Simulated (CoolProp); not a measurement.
A single-stage vapour-compression cycle with isobutene: evaporating at 235.15 K (dew point), condensing at 288.15 K (bubble point), superheat 2 K, subcooling 8 K, compressor efficiency 0.9, no pressure losses. Each further row changes one setting.

The numbers come from the reference Helmholtz-energy equation of state, Lemmon 2005 in CoolProp. It is a short technical equation, of lower accuracy than the large ones.

| case | cooling COP | pressure ratio | discharge temperature (K) | refrigerating effect (kJ/kg) | volumetric capacity (kJ/m³) |
|---|---|---|---|---|---|
| as stated | 3.48 | 8.91 | 304.9 | 323 | 234 |
| evaporating temperature 240.15 K | 4.00 | 6.91 | 302.4 | 330 | 302 |
| condensing temperature 283.15 K | 3.92 | 7.54 | 299.5 | 335 | 242 |
| subcooling 13 K | 3.60 | 8.91 | 304.9 | 335 | 242 |
| superheat 12 K | 3.48 | 8.91 | 315.4 | 337 | 233 |
| compressor efficiency 0.8 | 3.09 | 8.91 | 311.7 | 323 | 234 |
